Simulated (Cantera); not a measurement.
## Ignition delay

Mixture: CO : H2 : O2 : N2 = 1 : 0.1 : 0.306 : 1.15 (molar parts), equivalence ratio 1.8, at 2.30 bar, adiabatic and at constant volume. Ignition delay is the time to a rise of 400 K.

Computed with Cantera and GRI-Mech 3.0 (53 species, 325 reactions). The hydrogen kinetics of GRI-Mech 3.0 are dated; newer H2 mechanisms differ, most at raised pressure. Below about 950 K walls govern HO2 and H2O2 in real vessels. Where the delays flatten at high temperature, the 400 K rule measures the pace of heat release, not the induction time.

| T0 (K) | delay (ms) |
|---|---|
| 875 | 75.0 |
| 975 | 2.57 |
| 1075 | 0.164 |
| 1175 | 0.0548 |
| 1275 | 0.0310 |
| 1375 | 0.0214 |
| 1475 | 0.0165 |
| 1575 | 0.0138 |
| 1675 | 0.0123 |
